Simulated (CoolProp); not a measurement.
Vapour-liquid equilibrium of fluoroethane (R161) (1) + R134a (2) at 196.2 K; x and y are mole fractions of (1).

The numbers come from the multi-fluid Helmholtz-energy mixture model, Wu 2012 and Tillner-Roth 1994; pair parameters Bell 2016 in CoolProp.

```
x      bubble pressure, mixture model (bar)  bubble pressure, Raoult's law (bar)  y, mixture model  y, Raoult's law
-----  ------------------------------------  -----------------------------------  ----------------  ---------------
0.05                                0.04937                              0.05006             0.095            0.108
0.125                               0.05305                              0.05464             0.226            0.247
0.2                                 0.05692                              0.05923             0.342            0.365
0.275                               0.06098                              0.06382             0.446            0.466
0.35                                0.06522                              0.06840             0.538            0.553
0.425                               0.06966                              0.07299             0.621            0.630
0.5                                 0.07428                              0.07757             0.694            0.697
0.575                               0.07907                              0.08216             0.759            0.757
0.65                                0.08401                              0.08674             0.816            0.810
0.725                               0.08907                              0.09133             0.866            0.858
0.8                                 0.09423                              0.09591             0.910            0.902
0.875                               0.09944                               0.1005             0.948            0.942
0.95                                 0.1047                               0.1051             0.981            0.978
```

The largest gap from Raoult's law is -4.6 % in bubble pressure, at x = 0.35. No azeotrope shows between x = 0.05 and 0.95.

Pair parameters are fitted to limited data, so mixtures are less certain than the pure fluids.
